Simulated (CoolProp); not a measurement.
Vapour-liquid equilibrium of cyclohexane (1) + p-xylene (2) at 139.75 °C; x and y are mole fractions of (1).

Computed with CoolProp (multi-fluid Helmholtz-energy mixture model, Zhou 2014 and Zhou 2012; pair parameters Bell 2016).

```csv
x,bubble pressure (MPa),y at the bubble point,dew pressure at overall composition x (MPa),liquid density (mol/L)
0.05,0.1272,0.205,0.1099,7.112
0.2,0.1879,0.531,0.1265,7.209
0.35,0.2423,0.691,0.1488,7.308
0.5,0.2919,0.791,0.1799,7.410
0.65,0.3389,0.865,0.2259,7.517
0.8,0.3849,0.926,0.2969,7.630
0.95,0.4318,0.982,0.4044,7.750
```

No azeotrope shows between x = 0.05 and 0.95.

Pair parameters are fitted to limited data, so mixtures are less certain than the pure fluids.
